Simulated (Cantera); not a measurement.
A closed system holds: 1 mol C, 0.094 mol O2, a varied amount of H2, held at 52.0 Pa.

These are equilibrium values from Cantera (NASA tables, ideal gas, pure condensed phases), not measurements of a reactor. Candidate condensed phases: C, C6H6, C7H8, C8H18, H2O; 110 gas species. Equilibrium is a limit: real reactors are often held back by kinetics, nucleation or transport.

Stable condensed phases, one row left out:

```
T in K \ n(H2) in mol
         1.2 1.6 2.2   3   4 5.3 7.2 9.6  13  17  23  31  42
   2975    A   A   A   A   A   A   A   A   A   A   A   A   A
   2775    B   B   B   A   A   A   A   A   A   A   A   A   A
   2575    B   B   B   B   B   B   B   B   B   B   B   A   A
   2175    B   B   B   B   B   B   B   B   B   B   B   B   B
   1975    B   B   B   B   B   B   B   B   B   B   B   B   B
   1775    B   B   B   B   B   B   B   B   B   B   B   B   B
   1575    B   B   B   B   B   B   B   B   B   B   B   B   B
   1375    B   B   B   B   B   B   B   B   B   B   B   B   B
   1175    B   B   B   B   B   B   B   B   B   B   B   B   B
    975    B   B   B   B   B   B   B   B   B   B   B   B   B
    775    B   B   B   B   B   B   B   B   B   B   B   B   B
```

A: gas only; B: C.

Task: Give the row for 2375 K.

Result: 1.2: C; 1.6: C; 2.2: C; 3: C; 4: C; 5.3: C; 7.2: C; 9.6: C; 13: C; 17: C; 23: C; 31: C; 42: C.
